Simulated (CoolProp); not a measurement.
Ethylene at several states: fugacity coefficient from the reference equation and from simpler models built on Tc = 282.4 K, pc = 5042 kPa, ω = 0.087; each cubic takes its own stable root.

The numbers come from the reference Helmholtz-energy equation of state, Smukala 2000 in CoolProp.

```tsv
T (K)	p (kPa)	phase	reference
381.5	59.4	gas	0.9985
318.3	3600	gas	0.8401
440.1	20.1	gas	0.9997
443.2	3420	gas	0.9518
449.6	85.7	gas	0.9988
125.2	118	liquid	0.02198
```

**Question.** How far does each simpler model (van der Waals, Redlich-Kwong, Soave-Redlich-Kwong, Peng-Robinson) lie from the reference over these 6 states: mean and median of the absolute difference, and the worst?

**Answer.** 
- van der Waals: mean 357.6 %, median 0.3 %, worst +2143.9 % at 125.2 K and 118 kPa
- Redlich-Kwong: mean 5.1 %, median 0.3 %, worst -29.4 % at 125.2 K and 118 kPa
- Soave-Redlich-Kwong: mean 0.2 %, median 0.0 %, worst -1.0 % at 125.2 K and 118 kPa
- Peng-Robinson: mean 2.5 %, median 0.5 %, worst +11.4 % at 125.2 K and 118 kPa
